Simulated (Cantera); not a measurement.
A closed system holds: 1 mol FeS, 0.078 mol H2S, a varied amount of H2O, equilibrated at 1327 °C and 95.0 mbar.

Equilibrium computed with Cantera from the NASA thermochemical tables; the gas is ideal and each condensed phase is pure. Candidate condensed phases: Fe, FeO, Fe(OH)2, Fe(OH)3, FeS, FeSO4, FeS2, Fe2O3, Fe2(SO4)3, Fe3O4, H2O, H2SO4, S; 22 gas species. Metal and sulfide melt together well below either melting point, which pure phases cannot show. Mutual solubility and eutectic melting of coexisting phases are not modelled. The tables' stoichiometric FeO is somewhat more stable than real wüstite, so its field is too wide. FeO, FeS: taken at fixed stoichiometry. Rates play no part.

Question: At 0.5 mol H2O, list the 6 most abundant gas species with their mole fractions, and the condensed phases.

Answer: H2O 0.701, H2 0.192, S2 0.0381, SO2 0.0363, H2S 0.0267, SO 0.00239. Condensed: FeO(s) + FeS(l).
